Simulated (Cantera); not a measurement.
Ignition delay

Mixture: CH4 : O2 : N2 = 1 : 3.39 : 12.7 (molar parts), equivalence ratio 0.59, at 1.00 bar, adiabatic and at constant pressure. Ignition delay is the time to a rise of 400 K.

Model: GRI-Mech 3.0 (53 species, 325 reactions), integrated in Cantera.

```tsv
T0 (K)	delay (ms)
1273	12.7
1348	4.93
1423	2.11
1498	0.992
1573	0.514
1648	0.289
1723	0.173
1798	0.110
1873	0.0728
```

```yaml
apparent activation energy between 1723 and 1873 K: 160 kJ/mol
```
